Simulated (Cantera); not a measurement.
Feed: 1 mol Si, 1.5 mol Cl₂, 13 mol H₂, held at 600 K and 11.0 bar.

These are equilibrium values from Cantera (NASA tables, ideal gas, pure condensed phases), not measurements of a reactor. The numbers say what is thermodynamically allowed, not how fast it happens.

```json
[
 {"species": "H₂", "before": "0.933", "after": "0.970"},
 {"species": "SiHCl₃", "before": "0.0406", "after": "0.0195"},
 {"species": "SiCl₄", "before": "0.0229", "after": "0.00840"},
 {"species": "SiH₂Cl₂", "before": "0.00360", "after": "0.00227"},
 {"species": "HCl", "before": "1.45e-5", "after": "1.15e-5"},
 {"species": "SiH₃Cl", "before": "6.25e-5", "after": "5.15e-5"},
 {"species": "Si(s), mol", "before": "0.0870", "after": "0.600"}
]
```
Gas species are given as mole fractions.

Q: What was changed between the two runs?
A) Cl₂ from 1.5 to 0.64 mol
B) temperature from 600 K to 1275 K
C) Si replaced by SiCl₄
D) pressure from 11.0 bar to 0.130 bar

A: A, Cl₂ from 1.5 to 0.64 mol
